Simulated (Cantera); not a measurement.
**Equilibrium for carbon deposition, reforming and gasification: acetone + CO₂**

Feed: 1 mol acetone, 0.25 mol CO₂, held at 1552 °C.

These are equilibrium values from Cantera (NASA tables, ideal gas, pure condensed phases), not measurements of a reactor. Candidate condensed phases: C, C₆H₆, C₇H₈, C₈H₁₈, H₂O; 110 gas species. The feed counts by its element totals alone. The ideal-gas law is rough above about 30 bar. Kinetics and transport are ignored.

```tsv
P (Pa)	x H₂	x CO	x H	x CH₄	x H₂O	x CO₂	x C₂H₄	x C₂H₂ (acetylene)	n C(graphite)
10	0.637	0.327	0.0352	2.88e-8	5.27e-9	6.90e-10	1.72e-10	0.000137	1.75
72	0.655	0.331	0.0133	2.19e-7	3.94e-8	5.08e-9	1.31e-9	0.000141	1.75
520	0.662	0.333	0.00497	1.62e-6	2.89e-7	3.70e-8	9.66e-9	0.000142	1.75
3700	0.665	0.333	0.00187	1.16e-5	2.07e-6	2.64e-7	6.93e-8	0.000143	1.75
27000	0.666	0.333	0.000692	8.49e-5	1.51e-5	1.93e-6	5.07e-7	0.000143	1.75
190000	0.665	0.333	0.000261	0.000596	0.000106	1.36e-5	3.56e-6	0.000143	1.75
1400000	0.660	0.334	9.57e-5	0.00433	0.000779	0.000101	2.59e-5	0.000142	1.73
10000000	0.628	0.338	3.49e-5	0.0279	0.00535	0.000735	0.000167	0.000135	1.65
```
x: gas mole fraction; n: condensed amount in mol.

From 0.0750 Torr to 75000 Torr the condensed part is C(graphite). The main C-bearing gas is CO throughout.
